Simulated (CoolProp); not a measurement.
Vapour-liquid equilibrium of R22 (1) + dimethyl ether (2) at 0.0101 MPa; x and y are mole fractions of (1).

The numbers come from the multi-fluid Helmholtz-energy mixture model, Kamei 1995 and Wu 2011; pair parameters Bell 2016 in CoolProp.

**Question.** Give the bubble temperature and the first vapour's composition at x = 0.45, 0.55, 0.95. Is there an azeotrope?

**Answer.** x = 0.45: 205.8 K, y = 0.575; x = 0.55: 204.0 K, y = 0.744; x = 0.95: 193.6 K, y = 0.997. y crosses x between x = 0.25 and 0.35: the model has an azeotrope there.

Pair parameters are fitted to limited data, so mixtures are less certain than the pure fluids.
